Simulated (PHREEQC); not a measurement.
Dissolve 0.12 mol AlCl3 per kg of water at 20 °C. Closed to the air; pH follows from the charge balance.

The numbers come from PHREEQC with the ion-association model, phreeqc.dat.

This is a speciation only: nothing precipitates in the calculation.

### Question
Predict the pH, activity of water.

### Answer
pH 3.30; activity of water 0.992.

The ionic strength is past about 0.7 mol/kgw, beyond the range of this activity model, so the values are rough. Complexes and solids missing from the database can't appear.
